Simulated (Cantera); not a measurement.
An isothermal, constant-pressure homogeneous reactor starts with NO : N₂ = 1 : 0.1 (molar parts), at 2125 K and 0.434 atm. Integrator tolerance rtol = 1e-08.

Model: GRI-Mech 3.0 (53 species, 325 reactions), integrated in Cantera.

What does this change do: temperature 2125 to 1698 K?


| quantity | before | after |
|---|---|---|
| x(NO) at 100 s | 0.0128 (gas-phase equilibrium 0.0128) | 0.0743 (gas-phase equilibrium 0.00353) |
| x(N₂) at 100 s | 0.539 (gas-phase equilibrium 0.539) | 0.508 (gas-phase equilibrium 0.544) |
| x(NO₂) at 100 s | 1.75e-5 (gas-phase equilibrium 1.75e-5) | 0.000218 (gas-phase equilibrium 1.08e-5) |
| x(O₂) at 100 s | 0.447 (gas-phase equilibrium 0.447) | 0.417 (gas-phase equilibrium 0.453) |
| x(O) at 100 s | 0.00167 (gas-phase equilibrium 0.00167) | 4.30e-5 (gas-phase equilibrium 4.47e-5) |
